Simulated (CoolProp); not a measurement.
Methane at 293.15 K and 0.474 MPa flows at 0.24 m/s in a round tube of 1 mm bore and 0.25 µm roughness, fully developed (64/Re and Nu = 3.66 if laminar; Colebrook and Gnielinski if turbulent). Each further row changes one setting.

Computed with CoolProp (reference Helmholtz-energy equation of state, Setzmann 1991).

```tsv
case	Reynolds number	Darcy friction factor	pressure drop (Pa/m)	heat-transfer coefficient (W/(m² K))	mass flow (kg/h)
as stated	…	…	…	123	…
velocity 0.48 m/s	136	0.470	170	123	…
diameter 2 mm	136	0.470	…	…	0.00854
```

Question: Fill in the missing entries.

Answer: 
- as stated, Reynolds number: 68.1
- as stated, Darcy friction factor: 0.939
- as stated, pressure drop (Pa/m): 85.1
- as stated, mass flow (kg/h): 0.00214
- velocity 0.48 m/s, mass flow (kg/h): 0.00427
- diameter 2 mm, pressure drop (Pa/m): 21.3
- diameter 2 mm, heat-transfer coefficient (W/(m² K)): 61.7

Viscosity comes from a separate model (Quiñones-Cisneros 2006). Thermal conductivity comes from a separate model (Friend 1989).
